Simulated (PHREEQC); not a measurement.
## Polishing slurry liquid: an equilibrium model

A solution holds 53 mmol/kgw H2SO4, 55 mmol/kgw Al(NO3)3 and 0.088 mmol/kgw CO2, at 35 °C. Closed to the air; pH follows from the charge balance.

Model: ion-association model, phreeqc.dat, run in PHREEQC.

This is a speciation only: nothing precipitates in the calculation.

**Question.** Estimate the pH, activity of water.

**Answer.** pH 1.17; activity of water 0.994.

**Question.** In which forms is S present?

**Answer.** AlSO4+ 47 %, HSO4- 35 %, SO4-2 12 %, Al(SO4)2- 5.1 %, AlHSO4+2 0.8 % of the S.

Complexes and solids missing from the database can't appear.
